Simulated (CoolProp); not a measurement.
Vapour-liquid equilibrium of n-octane (1) + o-xylene (2) at 333 K; x and y are mole fractions of (1).

Computed with CoolProp (multi-fluid Helmholtz-energy mixture model, Beckmüller 2019 and Zhou 2012; pair parameters Bell 2016).

Task: Give the bubble pressure and the first vapour's composition at x = 0.05, 0.25, 0.95. Is there an azeotrope?

Result: x = 0.05: 5.727 kPa, y = 0.101; x = 0.25: 6.870 kPa, y = 0.403; x = 0.95: 10.20 kPa, y = 0.971. No azeotrope shows between x = 0.05 and 0.95.

Pair parameters are fitted to limited data, so mixtures are less certain than the pure fluids.
